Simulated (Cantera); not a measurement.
A closed system holds: 1 mol Si2Cl6, 0.94 mol NH3, a varied amount of N2, at 1000 °C and 13.3 mbar.

Equilibrium computed with Cantera from the NASA thermochemical tables; the gas is ideal and each condensed phase is pure. Candidate condensed phases: NH4Cl, Si, Si3N4; 28 gas species. The feed counts by its element totals alone. Kinetics and transport are ignored.

What share of the Si ends up in condensed phases as a function of n(N2) (mol), at 1.1, 1.9, 3.4, 6, 10, 18, 32, 57?


```csv
n(N2) (mol),Si condensed (%),as
1.1,46.2,Si3N4(s)
1.9,47.6,Si3N4(s)
3.4,48.9,Si3N4(s)
6,50.1,Si3N4(s)
10,51.1,Si3N4(s)
18,52.1,Si3N4(s)
32,52.8,Si3N4(s)
57,53.2,Si3N4(s)
```
